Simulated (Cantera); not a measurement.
Feed: 1 mol SiF₄, 0.16 mol H₂O, 20 mol N₂, 0.78 mol O₃, held at 0.00770 bar.

Equilibrium computed with Cantera from the NASA thermochemical tables; the gas is ideal and each condensed phase is pure. Candidate condensed phases: H₂O, Si, SiO₂, Si₂N₂O, Si₃N₄; 58 gas species. The tables hold silica as quartz up to 1696 K and as liquid above; real silica turns to tridymite and cristobalite and melts near 1996 K. Rates play no part.

### Question
Which condensed phases are stable at each of these points (T (K)): 1500, 1550, 1600, 1650, 1700, 1750, 1800, 1850?

### Answer
| T (K) | condensed phases | Si condensed (%) |
|---|---|---|
| 1500 | SiO₂(β-quartz) | 8.0 |
| 1550 | SiO₂(β-quartz) | 8.0 |
| 1600 | SiO₂(β-quartz) | 8.0 |
| 1650 | SiO₂(β-quartz) | 8.0 |
| 1700 | SiO₂(condensed) | 8.0 |
| 1750 | SiO₂(condensed) | 8.0 |
| 1800 | SiO₂(condensed) | 8.0 |
| 1850 | SiO₂(condensed) | 8.0 |

From 1500 K to 1650 K the condensed part is SiO₂(β-quartz). From 1700 K to 1850 K the condensed part is SiO₂(condensed).
